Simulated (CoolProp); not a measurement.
Values from CoolProp's reference Helmholtz-energy equation of state, Thol 2016.

Question: For hexamethyldisiloxane (MM), give the phase and the cp (kJ/(kg K)), isothermal compressibility (1/MPa), fugacity coefficient at 353.6 K and 0.181 MPa; 353.6 K and 1.81 MPa.

Answer: 
- 353.6 K and 0.181 MPa: liquid; cp 2.05, isothermal compressibility 0.00371, fugacity coefficient 0.292
- 353.6 K and 1.81 MPa: liquid; cp 2.05, isothermal compressibility 0.00347, fugacity coefficient 0.0331
